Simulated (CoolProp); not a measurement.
R245ca at 298.15 K and 0.0365 MPa is throttled through a valve to 0.0211 MPa with no heat exchange. Each further row changes one setting.

The numbers come from the reference Helmholtz-energy equation of state, Zhou 2016 in CoolProp.

```json
[
 {"case": "as stated", "temperature change (K)": "?", "final density (kg/m³)": "?"},
 {"case": "outlet pressure 0.00633 MPa", "temperature change (K)": "?", "final density (kg/m³)": "?"},
 {"case": "outlet pressure 0.0274 MPa", "temperature change (K)": "?", "final density (kg/m³)": "?"}
]
```

**Question.** What belongs in the gaps?

**Answer.** 
- as stated, temperature change (K): -0.4
- as stated, final density (kg/m³): 1.15
- outlet pressure 0.00633 MPa, temperature change (K): -0.8
- outlet pressure 0.00633 MPa, final density (kg/m³): 0.344
- outlet pressure 0.0274 MPa, temperature change (K): -0.2
- outlet pressure 0.0274 MPa, final density (kg/m³): 1.50
